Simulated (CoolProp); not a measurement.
Properties of chlorine along the isobar 20 MPa.

The numbers come from the reference Helmholtz-energy equation of state, Thol 2021 in CoolProp.

```tsv
T (K)	phase	Z	cp (kJ/(kg K))	speed of sound (m/s)	isothermal compressibility (1/MPa)	expansivity (1/kK)
249.7	liquid	0.4357	0.9205	1094	0.0009834	1.614
256.2	liquid	0.4291	0.9214	1071	0.001042	1.637
262.8	liquid	0.4229	0.9227	1048	0.001107	1.663
269.3	liquid	0.4172	0.9244	1025	0.001175	1.690
275.9	liquid	0.4119	0.9266	1002	0.001251	1.720
282.4	liquid	0.4069	0.9292	979.5	0.001331	1.753
289	liquid	0.4023	0.9322	956.7	0.001421	1.788
295.5	liquid	0.3981	0.9356	934.3	0.001517	1.827
302.1	liquid	0.3942	0.9394	911.6	0.001624	1.869
```
